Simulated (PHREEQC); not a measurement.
1 kg of water holding 43 mmol/kgw K2SO4 and 50 mmol/kgw KHCO3 is evaporated at 25 °C; the solids stay in contact with the brine. CO2 is held at log p = -3.4 (atm). Only these solids could form: Arcanite, Kalicinite, Misenite.

Base run: PHREEQC, Pitzer model, pitzer.dat. Each further column changes one thing. The table gives ionic strength.

| H2O removed (mol) | base | temperature from 25 to 5 °C |
|---|---|---|
| 0 | 0.190 | 0.186 |
| 18.01 | 0.284 | ? |
| 30.18 | 0.424 | 0.416 |
| 38.4 | 0.632 | 0.622 |
| 43.95 | 0.942 | 0.929 |
| 47.7 | 1.40 | ? |
| 50.23 | 2.08 | 1.64 |
| 52.58 | 2.49 | ? |
| 53.53 | 2.91 | 2.52 |
| 54.17 | 3.62 | ? |
| 54.6 | 4.79 | 4.59 |
| 54.9 | 6.63 | 6.49 |
| 55.09 | 9.41 | 9.28 |
| 55.23 | 13.4 | 13.2 |

Task: Complete the blanks.

Result: 
- 18.01, temperature from 25 to 5 °C: 0.279
- 47.7, temperature from 25 to 5 °C: 1.38
- 52.58, temperature from 25 to 5 °C: 2.02
- 54.17, temperature from 25 to 5 °C: 3.33

 Constants without temperature data keep their 25 °C values here.
